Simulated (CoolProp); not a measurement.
The numbers come from the reference Helmholtz-energy equation of state, de Vries 1995 in CoolProp.

Question: For R124, give the phase and the cv (kJ/(kg K)), Joule-Thomson coefficient (K/MPa), conductivity (mW/(m K)), Prandtl number at 361.4 K and 1.01 bar.

Answer: 
- 361.4 K and 1.01 bar: gas; cv 0.754, Joule-Thomson coefficient 12.2, conductivity 18.3, Prandtl number 0.701

Viscosity comes from a separate model (Bell 2016), an estimate that may be off by 10 % or more. Thermal conductivity comes from a separate model (Huber 2003), an estimate that may be off by 10 % or more.
